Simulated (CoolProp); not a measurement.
Vapour-liquid equilibrium of dimethyl carbonate (1) + n-decane (2) at 82.15 °C; x and y are mole fractions of (1).

Values from CoolProp's multi-fluid Helmholtz-energy mixture model, Zhou 2011 and Lemmon 2006; pair parameters Bell 2016.

### Question
Give the bubble pressure and the first vapour's composition at x = 0.35, 0.55, 0.85. Is there an azeotrope?

### Answer
x = 0.35: 0.06626 MPa, y = 0.943; x = 0.55: 0.06816 MPa, y = 0.945; x = 0.85: 0.07232 MPa, y = 0.960. No azeotrope shows between x = 0.05 and 0.95.

The pair parameters rest on a limited set of measurements; away from them the model extrapolates. With so large a gap from Raoult's law the liquid may split in two, which this calculation doesn't test in full.
